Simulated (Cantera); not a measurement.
**Equilibrium for silicon carbide growth: Si(CH₃)₄ + CH₄ + H₂**

Input: 1 mol Si(CH₃)₄, 0.63 mol CH₄, a varied amount of H₂, held at 2598.15 K and 13300 Pa.

Equilibrium computed with Cantera from the NASA thermochemical tables; the gas is ideal and each condensed phase is pure. Candidate condensed phases: C, C₆H₆, C₇H₈, C₈H₁₈, Si, SiC; 87 gas species. Gases not in the tables: Si₂H₆ and higher silanes. The numbers say what is thermodynamically allowed, not how fast it happens.

From 18 mol H₂ to 80 mol H₂ the condensed part is C(graphite). From 170 mol H₂ to 1600 mol H₂ nothing is condensed. The main Si-bearing gas is Si throughout.

```
n(H₂) (mol)  log p H₂  log p H  log p Si  log p C₂H₂ (acetylene)  n C(graphite)
-----------  --------  -------  --------  ----------------------  -------------
18              -0.94    -1.89     -2.57                   -2.74           3.38
38              -0.94    -1.89     -2.78                   -2.73           2.76
80              -0.93    -1.89     -3.04                   -2.73           1.46
170             -0.93    -1.88     -3.30                   -2.83              0
360             -0.92    -1.88     -3.56                   -3.13              0
750             -0.92    -1.88     -3.85                   -3.43              0
1600            -0.92    -1.88     -4.16                   -3.75              0
```
log p: log10 of the partial pressure in bar; n: condensed amount in mol.
